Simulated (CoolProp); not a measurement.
Vapour-liquid equilibrium of propylene (1) + isobutane (2) at 225.1 K; x and y are mole fractions of (1).

Values from CoolProp's multi-fluid Helmholtz-energy mixture model, Lemmon 2013 and Bücker 2006; pair parameters Bell 2016.

```json
[
 {"x": "0.05", "bubble pressure (MPa)": "0.02444", "y at the bubble point": "0.266", "dew pressure at overall composition x (MPa)": "0.01960", "liquid density (mol/L)": "11.02"},
 {"x": "0.2", "bubble pressure (MPa)": "0.03479", "y at the bubble point": "0.544", "dew pressure at overall composition x (MPa)": "0.02273", "liquid density (mol/L)": "11.46"},
 {"x": "0.35", "bubble pressure (MPa)": "0.04237", "y at the bubble point": "0.678", "dew pressure at overall composition x (MPa)": "0.02695", "liquid density (mol/L)": "11.96"},
 {"x": "0.5", "bubble pressure (MPa)": "0.05104", "y at the bubble point": "0.791", "dew pressure at overall composition x (MPa)": "0.03274", "liquid density (mol/L)": "12.50"},
 {"x": "0.65", "bubble pressure (MPa)": "0.06259", "y at the bubble point": "0.888", "dew pressure at overall composition x (MPa)": "0.04063", "liquid density (mol/L)": "13.08"},
 {"x": "0.8", "bubble pressure (MPa)": "0.07768", "y at the bubble point": "0.958", "dew pressure at overall composition x (MPa)": "0.05193", "liquid density (mol/L)": "13.69"},
 {"x": "0.95", "bubble pressure (MPa)": "0.09435", "y at the bubble point": "0.994", "dew pressure at overall composition x (MPa)": "0.07530", "liquid density (mol/L)": "14.31"}
]
```

No azeotrope shows between x = 0.05 and 0.95.

Pair parameters are fitted to limited data, so mixtures are less certain than the pure fluids. The gap from Raoult's law changes sign with composition, which may be real or a fault of the pair parameters; it wasn't checked against measurements.
